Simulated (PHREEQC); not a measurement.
PHREEQC input (ion-association model, wateq4f.dat):

```
SOLUTION_MASTER_SPECIES
  An  An-  0  An  62.0  # stands for a non-complexing anion
SOLUTION_SPECIES
  An- = An-
    -log_k 0
    -gamma 3.0 0
PHASES
  Fix_H+
    H+ = H+
    -log_k 0
SOLUTION 1
  temp 25
  units mmol/kgw
  pH 7 charge
  Se(6) 0.093
  Na 50.218
  As(5) 0.016
  An 50
END
SELECTED_OUTPUT 1
  -reset false
  -pH true
  -pe true
  -ionic_strength true
  -water true
  -totals As Na Se As(3) As(5) Se(-2) Se(4) Se(6)
  -molalities Hfo_wOH Hfo_wOH2+ Hfo_wO- Hfo_sOH Hfo_sOH2+ Hfo_sO- Hfo_wSeO4- Hfo_wOHSeO4-2 Hfo_wH2AsO4 Hfo_wHAsO4-
    Hfo_wOHAsO4-3
USER_PUNCH 1
  -headings sigma psi
  10 PUNCH EDL("sigma", "Hfo"), EDL("psi", "Hfo")
PRINT
  -reset false
USE solution 1
SURFACE 1
  Hfo_wOH 0.000561798 600 0.25
  Hfo_sOH 1.40449e-05
EQUILIBRIUM_PHASES 1
  Fix_H+ -3 HAn 10
    -force_equality true
  O2(g) -0.68 10
END
# ... the last block is repeated for the other 12 points of pH, with NaOH or the acid as the point needs
```

Selected output (columns that matter, 13 of 13 rows; pH added in front):

```
pH	mu	As	Na	Se	m_Hfo_wOH	m_Hfo_wOH2+	m_Hfo_wO-	m_Hfo_sOH	m_Hfo_sOH2+	m_Hfo_sO-	m_Hfo_wSeO4-	m_Hfo_wOHSeO4-2	sigma	psi
3	0.051574	7.6407e-10	0.050218	1.7097e-06	7.0701e-06	0.00044743	2.5593e-09	2.1847e-07	1.3826e-05	7.9085e-11	8.8106e-05	3.1837e-06	0.23307	0.14722
3.67	0.050635	4.6108e-10	0.050218	2.2074e-06	2.6709e-05	0.00042826	3.816e-08	8.2444e-07	1.3219e-05	1.1779e-09	7.9459e-05	1.1333e-05	0.21202	0.14286
4.33	0.05041	3.3582e-10	0.050218	4.3639e-06	7.2435e-05	0.00038441	3.1268e-07	2.2253e-06	1.181e-05	9.6061e-09	6.1943e-05	2.6693e-05	0.17165	0.13222
5	0.050337	3.3967e-10	0.050218	1.2814e-05	0.00014402	0.00032011	1.4844e-06	4.3442e-06	9.6559e-06	4.4775e-08	3.9522e-05	4.0664e-05	0.12186	0.11495
5.67	0.05032	3.6161e-10	0.050218	3.6072e-05	0.00023678	0.00024689	5.2022e-06	6.8025e-06	7.0929e-06	1.4946e-07	1.7827e-05	3.9101e-05	0.08112	0.094759
6.33	0.050327	3.4835e-10	0.050218	6.8404e-05	0.00033313	0.00017341	1.4661e-05	8.977e-06	4.6728e-06	3.9508e-07	4.5602e-06	2.0035e-05	0.051939	0.073564
7	0.050328	6.5877e-10	0.050218	8.8552e-05	0.00039111	0.00012137	2.8872e-05	1.0147e-05	3.1488e-06	7.4907e-07	5.3139e-07	3.9161e-06	0.027737	0.047218
7.67	0.050317	4.1489e-09	0.050218	9.2623e-05	0.00040931	9.6229e-05	3.9884e-05	1.054e-05	2.4779e-06	1.027e-06	3.5098e-08	3.4142e-07	0.00764	0.014715
8.33	0.050303	4.1839e-08	0.050218	9.2973e-05	0.00041632	7.9633e-05	4.986e-05	1.0713e-05	2.0491e-06	1.283e-06	2.1082e-09	2.5205e-08	-0.0099689	-0.019029
9	0.050317	4.0872e-07	0.050248	9.2998e-05	0.00041925	6.1913e-05	6.5039e-05	1.0781e-05	1.592e-06	1.6724e-06	1.2572e-10	1.947e-09	-0.03143	-0.052016
9.67	0.050392	2.4827e-06	0.050344	9.3e-05	0.00041223	4.0923e-05	9.5128e-05	1.056e-05	1.0483e-06	2.4368e-06	8.4017e-12	1.9355e-10	-0.061561	-0.081448
10.33	0.050647	7.4727e-06	0.050625	9.3e-05	0.00037922	2.1613e-05	0.00015243	9.6267e-06	5.4864e-07	3.8696e-06	6.4347e-13	2.582e-11	-0.10269	-0.10623
11	0.051693	1.3025e-05	0.051702	9.3e-05	0.00030606	8.7962e-06	0.00024396	7.6922e-06	2.2107e-07	6.1315e-06	4.6805e-14	3.7243e-12	-0.16082	-0.12828
```

Species that the database lacks are ignored. The oxide is taken as insoluble; below pH 4 it would dissolve.
